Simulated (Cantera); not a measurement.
Charge: 1 mol CH3F, 2.2 mol H2, equilibrated at 3348 K and 100 Torr.

These are equilibrium values from Cantera (NASA tables, ideal gas, pure condensed phases), not measurements of a reactor. Candidate condensed phases: C, C6H6, C7H8, C8H18; 95 gas species. Kinetics and transport are ignored.

Base state: H 0.539, H2 0.228, HF 0.158, C3 0.0262, C2H2 (acetylene) 0.0193, C2H 0.0122, C 0.00547, F 0.00408 (mole fractions); condensed: gas only.

Task: What changes in the equilibrium state with this change: H2 from 2.2 to 0.094 mol?

Result: 
```
species             before    after
----------------  --------  -------
H                    0.539    0.413
HF                   0.158    0.320
H2                   0.228    0.134
F                  0.00408   0.0107
C3                  0.0262   0.0640
C2H                 0.0122   0.0169
C2H2 (acetylene)    0.0193   0.0205
CF2                2.13e-6  1.99e-5
C5                0.000681  0.00301
C2HF               1.91e-5  6.97e-5
CF                0.000665  0.00236
C(graphite), mol         0   0.0556
```

Task: What changes in the equilibrium state with this change: H2 from 2.2 to 1 mol?

Result: 
| species | before | after |
|---|---|---|
| H | 0.539 | 0.489 |
| HF | 0.158 | 0.222 |
| H2 | 0.228 | 0.188 |
| C3 | 0.0262 | 0.0416 |
| C2H | 0.0122 | 0.0150 |
| C2H2 (acetylene) | 0.0193 | 0.0216 |
| C5 | 0.000681 | 0.00147 |
| C6H2 | 2.58e-5 | 5.32e-5 |
| C2HF | 1.91e-5 | 3.63e-5 |

Task: What changes in the equilibrium state with this change: H2 from 2.2 to 0.91 mol?

Result: 
| species | before | after |
|---|---|---|
| H | 0.539 | 0.484 |
| HF | 0.158 | 0.229 |
| H2 | 0.228 | 0.184 |
| C3 | 0.0262 | 0.0433 |
| C2H | 0.0122 | 0.0153 |
| C2H2 (acetylene) | 0.0193 | 0.0217 |
| C5 | 0.000681 | 0.00157 |
| C6H2 | 2.58e-5 | 5.66e-5 |
| C2HF | 1.91e-5 | 3.85e-5 |
